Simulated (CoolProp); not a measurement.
Vapour-liquid equilibrium of ethane (1) + n-butane (2) at 0.0425 MPa; x and y are mole fractions of (1).

Model: multi-fluid Helmholtz-energy mixture model, Bücker 2006 and Bücker 2006; pair parameters Kunz 2012, in CoolProp.

Problem. Give the bubble temperature and the first vapour's composition at x = 0.25, 0.65, 0.95. Is there an azeotrope?

Solution. x = 0.25: 194.3 K, y = 0.978; x = 0.65: 176.5 K, y = 0.998; x = 0.95: 170.7 K, y = 1.000. No azeotrope shows between x = 0.05 and 0.95.

The pair parameters rest on a limited set of measurements; away from them the model extrapolates. The gap from Raoult's law changes sign with composition, which may be real or a fault of the pair parameters; it wasn't checked against measurements.
